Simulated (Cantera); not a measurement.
## Nitride etching: BN + HCl + N2

Feed: 1 mol BN, 50 mol HCl, 32 mol N2, held at 0.0220 bar.

These are equilibrium values from Cantera (NASA tables, ideal gas, pure condensed phases), not measurements of a reactor. Candidate condensed phases: B, BN, NH4Cl; 21 gas species. The tables' values for BCl2, BCl are old estimates; treat these amounts as uncertain. Gases not in the tables: BHCl2. Kinetics and transport are ignored.

```json
[
 {"T (K)": "823", "x HCl": "0.608", "x N2": "0.391", "x H2": "0.000901", "x Cl": "1.02e-9", "x BCl3": "0.000600", "x BCl2": "<1e-12", "n BN(s)": "0.951"},
 {"T (K)": "973", "x HCl": "0.604", "x N2": "0.391", "x H2": "0.00290", "x Cl": "7.70e-8", "x BCl3": "0.00193", "x BCl2": "9.98e-11", "n BN(s)": "0.841"},
 {"T (K)": "1123", "x HCl": "0.596", "x N2": "0.393", "x H2": "0.00679", "x Cl": "1.85e-6", "x BCl3": "0.00453", "x BCl2": "1.54e-8", "n BN(s)": "0.629"},
 {"T (K)": "1273", "x HCl": "0.584", "x N2": "0.395", "x H2": "0.0128", "x Cl": "2.10e-5", "x BCl3": "0.00855", "x BCl2": "7.10e-7", "n BN(s)": "0.298"},
 {"T (K)": "1423", "x HCl": "0.573", "x N2": "0.396", "x H2": "0.0184", "x Cl": "0.000155", "x BCl3": "0.0122", "x BCl2": "1.16e-5", "n BN(s)": "0"},
 {"T (K)": "1573", "x HCl": "0.572", "x N2": "0.396", "x H2": "0.0187", "x Cl": "0.000912", "x BCl3": "0.0121", "x BCl2": "7.12e-5", "n BN(s)": "0"},
 {"T (K)": "1723", "x HCl": "0.569", "x N2": "0.395", "x H2": "0.0199", "x Cl": "0.00384", "x BCl3": "0.0118", "x BCl2": "0.000318", "n BN(s)": "0"},
 {"T (K)": "1873", "x HCl": "0.559", "x N2": "0.393", "x H2": "0.0228", "x Cl": "0.0122", "x BCl3": "0.0104", "x BCl2": "0.00107", "n BN(s)": "0"}
]
```
x: gas mole fraction; n: condensed amount in mol.

From 823 K to 1273 K the condensed part is BN(s). From 1423 K to 1873 K nothing is condensed. The main B-bearing gas is BCl3 throughout.
